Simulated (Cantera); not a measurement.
Input (Python, Cantera) and output of one run.

```python
import numpy as np
import cantera as ct

gas_names = """
    H HO2 H2 H2O H2O2 O OH O2 O3 V VO VO2
""".split()
cond_names = """
    H2O(s) H2O(L) V(cr) V(L) VO(s) VO(L) V2O3(s) V2O3(L) V2O4(I) V2O4(II) V2O4(L) V2O5(s) V2O5(L)
""".split()


# ... load() reads the species with a 1 bar reference pressure and builds the phases ...
atoms = {
    'V': {'V': 1},
    'O2': {'O': 2},
    'H2': {'H': 2},
}
top_T = {}  # K; cautious upper limits of use, not melting points


# ... equilibrate(T, P, feed) seeds the gas with the atoms and calls Mixture.equilibrate('TP', solver="vcs", rtol=1e-11, max_steps=5000) ...
results = []
feed = {'V': 1, 'O2': 3, 'H2': 2.1}  # mol
P = 3100  # Pa
for T in [875, 1075, 1275, 1475, 1675, 1875, 2075, 2275, 2475, 2675]:
    mix = equilibrate(T, P, feed)
    results.append((T, P, feed, dict(zip(mix.species_names, mix.species_moles))))

top = {s: max(r[3][s] / sum(r[3][g] for g in gas_names) for r in results) for s in gas_names}
cols = sorted((s for s in top if top[s] > 1e-06), key=lambda s: -top[s])[:6]
seen = [c for c in cond_names if any(r[3].get(c, 0) > 1e-12 for r in results)]
print("log10 of partial pressures in bar; condensed amounts in mol")
print(f"{'T/K':>10s}" + "".join(f"{s[:9]:>10s}" for s in cols + seen))
for T, P, feed, n in results:
    ng = sum(n[g] for g in gas_names)
    print(f"{T:10.4g}" + "".join(f"{np.log10(max(n[s] / ng * P / 1e5, 1e-99)):10.3f}" for s in cols)
          + "".join(f"{n.get(c, 0):10.4g}" for c in seen))
```

Result:

```
log10 of partial pressures in bar; condensed amounts in mol
       T/K       H2O        O2       VO2        OH         O         H  V2O4(II)   V2O4(L)   V2O5(s)   V2O5(L)
       875    -1.634    -2.111   -19.189    -8.826   -12.743   -16.541         0         0       0.5         0
      1075    -1.634    -2.111   -13.558    -7.022    -9.938   -12.700         0         0         0       0.5
      1275    -1.634    -2.111    -9.835    -5.782    -8.007   -10.051         0         0         0       0.5
      1475    -1.671    -2.015    -7.289    -4.873    -6.550    -8.154       0.5         0         0         0
      1675    -1.672    -2.016    -5.404    -4.185    -5.475    -6.673    0.4998         0         0         0
      1875    -1.676    -2.020    -3.992    -3.646    -4.629    -5.505         0     0.495         0         0
      2075    -1.698    -2.041    -2.986    -3.225    -3.954    -4.565         0    0.4469         0         0
      2275    -1.815    -2.149    -2.178    -2.951    -3.442    -3.814         0   0.07203         0         0
      2475    -1.890    -2.194    -2.144    -2.698    -2.990    -3.184         0         0         0         0
      2675    -2.020    -2.249    -2.184    -2.521    -2.613    -2.675         0         0         0         0
```

These are equilibrium values from Cantera (NASA tables, ideal gas, pure condensed phases), not measurements of a reactor. Condensed phases not in the tables: the oxides between V2O3 and V2O5 other than VO2. Gases not in the tables: V4O10.
